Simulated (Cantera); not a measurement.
An adiabatic, constant-pressure homogeneous reactor starts with CH₄ : O₂ : N₂ = 1 : 1.18 : 4.42 (molar parts), equivalence ratio 1.7, at 1675 K and 500000 Pa.

Cantera simulation using GRI-Mech 3.0 (53 species, 325 reactions); the numbers are that mechanism's predictions, not measurements.

x: mole fraction; the columns are a selection and need not sum to one.

```csv
t (s),T (K),x CH₄,x O₂,x C₂H₆,x NO,x C₂H,x HO₂,x NO₂
2.00e-6,1675,0.151,0.179,6.24e-8,<1e-12,<1e-12,6.20e-6,<1e-12
4.69e-6,1675,0.151,0.179,…,<1e-12,<1e-12,…,<1e-12
1.10e-5,1675,0.151,0.179,1.90e-5,1.41e-12,<1e-12,1.65e-5,<1e-12
2.57e-5,1678,0.150,0.178,0.000252,8.64e-12,<1e-12,3.01e-5,<1e-12
6.02e-5,1719,0.137,0.170,0.00182,1.34e-10,2.79e-10,0.000133,8.41e-12
0.000141,2820,2.09e-11,0.000237,<1e-12,0.000421,<1e-12,3.42e-7,2.08e-8
0.000331,2820,2.16e-11,0.000230,<1e-12,…,<1e-12,3.31e-7,…
0.000775,2818,2.20e-11,0.000226,<1e-12,0.000988,<1e-12,3.25e-7,4.80e-8
0.00181,2817,2.21e-11,0.000224,<1e-12,0.00107,<1e-12,3.24e-7,5.17e-8
0.00425,2817,2.21e-11,0.000224,<1e-12,0.00107,<1e-12,3.24e-7,5.18e-8
0.00996,2817,2.21e-11,0.000224,<1e-12,0.00107,<1e-12,3.24e-7,5.18e-8
0.0233,2817,2.21e-11,0.000224,<1e-12,0.00107,<1e-12,3.24e-7,5.18e-8
0.0547,2817,2.21e-11,0.000224,<1e-12,0.00107,<1e-12,3.24e-7,5.18e-8
0.128,2817,2.21e-11,0.000224,<1e-12,0.00107,<1e-12,3.24e-7,5.18e-8
0.300,2817,2.21e-11,0.000224,<1e-12,0.00107,<1e-12,3.24e-7,5.18e-8
```

**Question.** Fill in the missing entries.

**Answer.** 
- 4.69e-6, x C₂H₆: 1.04e-6
- 4.69e-6, x HO₂: 1.15e-5
- 0.000331, x NO: 0.000702
- 0.000331, x NO₂: 3.43e-8
